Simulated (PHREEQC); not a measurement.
A solution holds 0.69 mol/kgw NaCl and 0.33 mol/kgw K2SO4, at 5 °C. It is in equilibrium with CO2 at log p = -3.4 (atm). Otherwise closed; pH follows from the charge balance.

All values are PHREEQC results (Pitzer model, pitzer.dat), not measurements.

This is a speciation only: nothing precipitates in the calculation.

**Question.** What pH, activity of water, density does the model give?

**Answer.** pH 5.68; activity of water 0.967; density 1.072 g/cm³.

**Question.** In which forms is C present?

**Answer.** CO2 74 %, HCO3- 26 % of the C.

In brines, pH and single-ion activities rest on the MacInnes convention. At this temperature some constants are extrapolated from 25 °C, and those without enthalpy data are left unchanged.
